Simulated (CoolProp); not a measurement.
Vapour pressure (bar) of R1233zd(E): the reference equation beside estimates from Tc = 438.9 K, pc = 35.83 bar, ω = 0.304. Clausius-Clapeyron is anchored at 356.7 K with a constant enthalpy of vaporisation of 20.33 kJ/mol.

The numbers come from the reference Helmholtz-energy equation of state, Akasaka 2022 in CoolProp.

```tsv
T (K)	reference	Clausius-Clapeyron	van der Waals	Redlich-Kwong
348.4	5.855	6.094	13.25	8.340
356.7	7.175	7.175	14.77	9.853
365	8.708	8.386	16.40	11.54
373.2	10.45	9.716	18.11	13.40
381.5	12.47	11.20	19.95	15.47
389.7	14.74	12.82	21.88	17.72
398	17.35	14.62	23.95	20.20
406.3	20.28	16.57	26.13	22.91
```

Absolute difference from the reference over all 8 rows, mean and median: Clausius-Clapeyron 9.0 and 8.6 %, van der Waals 71.1 and 66.6 %, Redlich-Kwong 26.8 and 26.1 %.
